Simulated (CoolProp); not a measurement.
Computed with CoolProp (reference Helmholtz-energy equation of state, Lemmon 2006). It is a short technical equation, of lower accuracy than the large ones.

Question: Give the vapour pressure (bar), vapour density (kg/m³), enthalpy of vaporisation (kJ/kg) of saturated n-decane at 494.2 K.

Answer: 
| T (K) | p (bar) | vapour density (kg/m³) | enthalpy of vaporisation (kJ/kg) |
|---|---|---|---|
| 494.2 | 2.92 | 11.7 | 243 |
